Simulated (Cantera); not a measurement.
## Equilibrium for abatement and gas-phase synthesis: H2S + O2 + H2O

A closed system holds: 1 mol H2S, 0.067 mol O2, 1.7 mol H2O, equilibrated at 3450 K and 38.0 bar.

Method: chemical equilibrium by Gibbs-energy minimisation in Cantera with the NASA 1993 tables (ideal gas, pure condensed phases). Candidate condensed phases: H2O, H2SO4, S; 19 gas species. The ideal-gas law is rough above about 30 bar. Kinetics and transport are ignored.

The x(H2) comes out as 0.340. The x(H2O) is 0.340 and the x(SO) comes out as 0.0722. The x(H) is 0.0498, the x(SH) is 0.0495 and the x(SO2) comes out as 0.0399. The x(S2) is 0.0351. The x(S) is 0.0242. The x(H2S) is 0.0236 and the gas amount is 3.536 mol. The log10 activity of S(l) (absent) comes out as -1.87.
